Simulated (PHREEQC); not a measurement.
A solution holds 0.023 mol/kgw HCl, 0.00054 mol/kgw Li2SO4 and 0.00017 mol/kgw MnSO4, at 5.8 °C. Closed to the air; pH follows from the charge balance.

All values are PHREEQC results (ion-association model, phreeqc.dat), not measurements.

Q: The ionic strength comes out as 0.0246 mol/kgw. What activity coefficients do LiSO4-, SO4-2, Mn+2, Cl-, Li+ get?

A: LiSO4- 0.87, SO4-2 0.56, Mn+2 0.58, Cl- 0.86, Li+ 0.87.

This is a speciation only: nothing precipitates in the calculation. Species that the database lacks are ignored. At this temperature some constants are extrapolated from 25 °C, and those without enthalpy data are left unchanged.
